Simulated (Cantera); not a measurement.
A perfectly stirred reactor is fed with CH4 : CO2 = 1 : 0.68 (molar parts), at 760 Torr; it is held at 2000 K, and followed from long to short residence time.

Cantera simulation using GRI-Mech 3.0 (53 species, 325 reactions); the numbers are that mechanism's predictions, not measurements.

x: mole fraction; the columns are a selection and need not sum to one.

```json
[
 {"τ (s)": "0.88", "x CH4": "0.00488", "x CO2": "0.00159", "x HCO": "1.72e-7", "x C2H": "2.11e-6", "x H2O2": "<1e-12", "x C2H6": "4.54e-7", "x H": "0.00118"},
 {"τ (s)": "0.48", "x CH4": "0.00637", "x CO2": "0.00266", "x HCO": "1.70e-7", "x C2H": "2.25e-6", "x H2O2": "<1e-12", "x C2H6": "7.71e-7", "x H": "0.00117"},
 {"τ (s)": "0.26", "x CH4": "0.00837", "x CO2": "0.00430", "x HCO": "1.67e-7", "x C2H": "2.46e-6", "x H2O2": "<1e-12", "x C2H6": "1.34e-6", "x H": "0.00116"},
 {"τ (s)": "0.14", "x CH4": "0.0110", "x CO2": "0.00672", "x HCO": "1.65e-7", "x C2H": "2.77e-6", "x H2O2": "1.33e-12", "x C2H6": "2.34e-6", "x H": "0.00114"},
 {"τ (s)": "0.078", "x CH4": "0.0142", "x CO2": "0.00991", "x HCO": "1.65e-7", "x C2H": "3.16e-6", "x H2O2": "2.75e-12", "x C2H6": "3.99e-6", "x H": "0.00111"},
 {"τ (s)": "0.043", "x CH4": "0.0184", "x CO2": "0.0144", "x HCO": "1.69e-7", "x C2H": "3.66e-6", "x H2O2": "5.28e-12", "x C2H6": "6.88e-6", "x H": "0.00108"},
 {"τ (s)": "0.023", "x CH4": "0.0241", "x CO2": "0.0208", "x HCO": "1.79e-7", "x C2H": "4.27e-6", "x H2O2": "9.50e-12", "x C2H6": "1.22e-5", "x H": "0.00103"},
 {"τ (s)": "0.013", "x CH4": "0.0310", "x CO2": "0.0290", "x HCO": "[?]", "x C2H": "4.87e-6", "x H2O2": "1.47e-11", "x C2H6": "2.07e-5", "x H": "0.000979"},
 {"τ (s)": "0.0069", "x CH4": "0.0414", "x CO2": "0.0423", "x HCO": "[?]", "x C2H": "5.48e-6", "x H2O2": "2.11e-11", "x C2H6": "3.73e-5", "x H": "0.000915"},
 {"τ (s)": "0.0038", "x CH4": "0.0553", "x CO2": "0.0614", "x HCO": "[?]", "x C2H": "5.89e-6", "x H2O2": "2.55e-11", "x C2H6": "6.56e-5", "x H": "0.000851"},
 {"τ (s)": "0.0021", "x CH4": "0.0754", "x CO2": "0.0895", "x HCO": "[?]", "x C2H": "5.99e-6", "x H2O2": "2.57e-11", "x C2H6": "0.000116", "x H": "0.000787"}
]
```

Q: Complete the blanks.

A: 
- 0.013, x HCO: 1.99e-7
- 0.0069, x HCO: 2.36e-7
- 0.0038, x HCO: 2.95e-7
- 0.0021, x HCO: 3.84e-7
